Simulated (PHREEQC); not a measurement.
PHREEQC input (ion-association model, wateq4f.dat):

```
SOLUTION_MASTER_SPECIES
  An  An-  0  An  62.0  # stands for a non-complexing anion
SOLUTION_SPECIES
  An- = An-
    -log_k 0
    -gamma 3.0 0
  SO4-2 + 10H+ + 8e- = H2S + 4H2O  # shut off: sulfate is not reduced
    -log_k -100
    -delta_h 0
    -analytic -100
PHASES
  Fix_H+
    H+ = H+
    -log_k 0
SOLUTION 1
  temp 25
  units mmol/kgw
  pH 7 charge
  Cl 0.0088
  Mn(2) 0.0019
  Cu(2) 0.0025
  S(6) 0.03
  Zn 0.03
  Na 5
  An 5
END
SELECTED_OUTPUT 1
  -reset false
  -pH true
  -pe true
  -ionic_strength true
  -water true
  -totals Cl Cu Mn Na S Zn Cu(1) Cu(2) Mn(2) Mn(3)
    Mn(6) Mn(7) S(-2) S(6)
  -molalities Hfo_wOH Hfo_wOH2+ Hfo_wO- Hfo_sOH Hfo_sOH2+ Hfo_sO- Hfo_sOZn+ Hfo_wOZn+ Hfo_wSO4- Hfo_wOHSO4-2
    Hfo_sOMn+ Hfo_wOMn+ Hfo_sOCu+ Hfo_wOCu+
  -saturation_indices Pyrochroite Cu(OH)2 Brochantite Antlerite Atacamite Zn(OH)2-e Zn4(OH)6SO4 Zn5(OH)8Cl2 Halite Mirabilite
    Chalcanthite Goslarite
USER_PUNCH 1
  -headings sigma psi
  10 PUNCH EDL("sigma", "Hfo"), EDL("psi", "Hfo")
PRINT
  -reset false
USE solution 1
SURFACE 1
  Hfo_wOH 0.000247191 600 0.11
  Hfo_sOH 6.17978e-06
EQUILIBRIUM_PHASES 1
  Fix_H+ -4 HAn 10
    -force_equality true
END
# ... the last block is repeated for the other 16 points of pH, with NaOH or the acid as the point needs
```

Selected output (columns that matter, 12 of 17 rows; pH added in front):

```
pH	mu	Cu	Mn	Na	S	Zn	si_Pyrochroite	si_Cu(OH)2	si_Brochantite	si_Antlerite	si_Atacamite	si_Zn(OH)2-e	si_Zn4(OH)6SO4	si_Zn5(OH)8Cl2
4	0.0052584	2.4662e-06	1.9e-06	0.005	3.894e-08	2.9995e-05	-13.051	-6.3776	-21.845	-17.058	-11.905	-8.1525	-30.565	-39.942
4.5	0.0051699	2.2521e-06	1.8999e-06	0.005	1.4466e-07	2.9964e-05	-12.05	-5.4162	-18.426	-14.6	-10.482	-7.1521	-26.99	-35.939
5.5	0.0051138	4.3753e-07	1.8964e-06	0.005	3.0082e-06	2.8635e-05	-10.05	-4.1289	-13.958	-11.419	-8.907	-5.1714	-19.748	-28.035
6	0.0051038	1.2224e-07	1.8882e-06	0.005	9.5853e-06	2.5881e-05	-9.0523	-3.6913	-12.704	-10.602	-8.5316	-4.2158	-16.422	-24.257
7	0.0050948	1.5523e-08	1.8097e-06	0.005023	2.5971e-05	1.2254e-05	-7.0714	-2.9981	-11.497	-10.089	-8.1453	-2.5452	-11.305	-17.904
7.5	0.0050971	1.5547e-08	1.4894e-06	0.0050519	2.912e-05	3.3194e-06	-6.1563	-2.8016	-11.661	-10.449	-8.2523	-2.1242	-10.571	-16.799
8.5	0.0051015	1.9612e-08	9.3564e-08	0.0050725	2.9986e-05	1.115e-07	-5.3609	-2.668	-13.114	-12.036	-8.985	-1.927	-11.77	-17.813
9	0.0051105	2.1143e-08	1.0735e-08	0.0050836	2.9998e-05	6.1386e-08	-5.3073	-2.6346	-13.98	-12.935	-9.4183	-1.8923	-12.631	-18.64
10	0.0052136	2.699e-08	1.6357e-10	0.0051925	3e-05	6.8096e-08	-5.1978	-2.5286	-15.557	-14.619	-10.207	-1.7854	-14.204	-20.106
10.5	0.0054535	3.401e-08	2.8371e-11	0.0054378	3e-05	9.1389e-08	-5.0968	-2.4288	-16.161	-15.322	-10.508	-1.6847	-14.805	-20.604
11.5	0.0086258	9.549e-08	3.9054e-12	0.0086335	3e-05	4.9691e-07	-4.6473	-1.989	-16.436	-16.037	-10.636	-1.2409	-15.063	-20.4
12	0.016574	3.0761e-07	5.6381e-12	0.016606	3e-05	3.6176e-06	-4.1365	-1.5073	-15.57	-15.653	-10.187	-0.7759	-14.265	-19.104
```

The database's constant for dissolved Cu(OH)2 is higher than later reviews accept.
